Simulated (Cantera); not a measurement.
What does this Cantera script print?

```python
import numpy as np
import cantera as ct

surf = ct.Interface("diamond.yaml", "diamond_100")
gas, bulk = surf.adjacent["gas"], surf.adjacent["diamond"]
k = surf.kinetics_species_index(bulk.species_names[0])
cover = ["c6HH", "c6H*", "c6*H", "c6**", "c6HM", "c6B"]

rows, drift = [], 0.0
print(f"{'xH':>10s}{'um/h':>11s}" + "".join(f"{s:>11s}" for s in cover))
for v in [0.0001, 0.00025, 0.00064, 0.0016, 0.0041, 0.011, 0.027, 0.068, 0.17]:
    T, P, xH, xCH3 = 1250, 5500, v, 0.00083
    gas.TPX = T, P, {"H": xH, "CH3": xCH3, "CH4": 0.023, "H2": 1 - xH - xCH3 - 0.023}
    surf.TP = bulk.TP = T, P
    surf.coverages = "c6H*:0.1, c6HH:0.9"
    surf.advance_coverages(100.0)
    before = surf.coverages
    surf.advance_coverages(100.0)
    drift = max(drift, np.max(np.abs(surf.coverages - before) / (surf.coverages + 1e-9)))
    rate = surf.net_production_rates[k] * bulk.mean_molecular_weight / bulk.density * 3.6e9
    rows.append([rate, *surf[cover].coverages])
    print(f"{v:10.4g}{rate:11.4e}" + "".join(f"{x:11.3e}" for x in rows[-1][1:]))
```

Result:

```
        xH       um/h       c6HH       c6H*       c6*H       c6**       c6HM        c6B
    0.0001 4.0090e-01  6.287e-01  2.805e-02  3.269e-01  3.715e-03  2.545e-03  1.088e-09
   0.00025 1.2820e+00  5.204e-01  3.585e-02  4.178e-01  9.353e-03  3.549e-03  3.479e-09
   0.00064 3.0347e+00  4.553e-01  4.031e-02  4.697e-01  1.823e-02  4.473e-03  8.235e-09
    0.0016 5.7386e+00  4.244e-01  4.225e-02  4.922e-01  2.704e-02  5.079e-03  1.557e-08
    0.0041 1.0279e+01  4.105e-01  4.309e-02  5.016e-01  3.327e-02  5.146e-03  2.789e-08
     0.011 1.8664e+01  4.051e-01  4.355e-02  5.060e-01  3.665e-02  4.458e-03  5.065e-08
     0.027 2.9822e+01  4.037e-01  4.395e-02  5.082e-01  3.811e-02  3.249e-03  8.092e-08
     0.068 4.1649e+01  4.036e-01  4.458e-02  5.094e-01  3.892e-02  1.899e-03  1.130e-07
      0.17 5.0187e+01  4.037e-01  4.585e-02  5.092e-01  3.956e-02  9.354e-04  1.362e-07
```

Detailed kinetics in Cantera: the Harris–Goodwin 1993 mechanism for the reconstructed diamond (100) surface.
